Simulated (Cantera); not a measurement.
A Cantera script and what it prints.

```python
import numpy as np
import cantera as ct

gas_names = [...]  # 87 gases of nasa_gas.yaml made of C, H, Si
cond_names = """
    C(gr) C6H6(L) C7H8(L) C8H18(L),n-octa Si(cr) Si(L) SiC(b)
""".split()


# ... load() reads the species with a 1 bar reference pressure and builds the phases ...
atoms = {
    'Si(CH3)4': {'Si': 1, 'C': 4, 'H': 12},
    'C3H8': {'C': 3, 'H': 8},
    'H2': {'H': 2},
}
top_T = {'C(gr)': 4500, 'SiC(b)': 3050}  # K; cautious upper limits of use, not melting points


# ... equilibrate(T, P, feed) seeds the gas with the atoms and calls Mixture.equilibrate('TP', solver="vcs", rtol=1e-11, max_steps=5000) ...
results = []
feed = {'Si(CH3)4': 1, 'C3H8': 0.063, 'H2': 15}  # mol
P = 3800  # Pa
for T in [1400, 1500, 1600, 1700, 1800, 1900, 2000, 2100, 2200, 2300]:
    mix = equilibrate(T, P, feed)
    results.append((T, P, feed, dict(zip(mix.species_names, mix.species_moles))))

top = {s: max(r[3][s] / sum(r[3][g] for g in gas_names) for r in results) for s in gas_names}
cols = sorted((s for s in top if top[s] > 0.001), key=lambda s: -top[s])[:8]
seen = [c for c in cond_names if any(r[3].get(c, 0) > 1e-12 for r in results)]
print("log10 of partial pressures in bar; condensed amounts in mol")
print(f"{'T/K':>10s}" + "".join(f"{s[:9]:>10s}" for s in cols + seen))
for T, P, feed, n in results:
    ng = sum(n[g] for g in gas_names)
    print(f"{T:10.4g}" + "".join(f"{np.log10(max(n[s] / ng * P / 1e5, 1e-99)):10.3f}" for s in cols)
          + "".join(f"{n.get(c, 0):10.4g}" for c in seen))
```

It prints:

```
log10 of partial pressures in bar; condensed amounts in mol
       T/K        H2         H C2H2,acet        Si     C(gr)    SiC(b)
      1400    -1.420    -6.023    -7.019   -11.404     3.185         1
      1500    -1.420    -5.465    -6.465   -10.115     3.187         1
      1600    -1.420    -4.975    -5.981    -8.989     3.187         1
      1700    -1.421    -4.542    -5.555    -7.997     3.185         1
      1800    -1.421    -4.157    -5.177    -7.116     3.181    0.9999
      1900    -1.422    -3.812    -4.840    -6.329     3.173    0.9996
      2000    -1.424    -3.501    -4.539    -5.622     3.158    0.9982
      2100    -1.428    -3.220    -4.268    -4.983     3.134    0.9924
      2200    -1.434    -2.967    -4.026    -4.403     3.106    0.9701
      2300    -1.446    -2.737    -3.810    -3.874     3.089    0.8926
```

These are equilibrium values from Cantera (NASA tables, ideal gas, pure condensed phases), not measurements of a reactor. Gases not in the tables: Si2H6 and higher silanes.
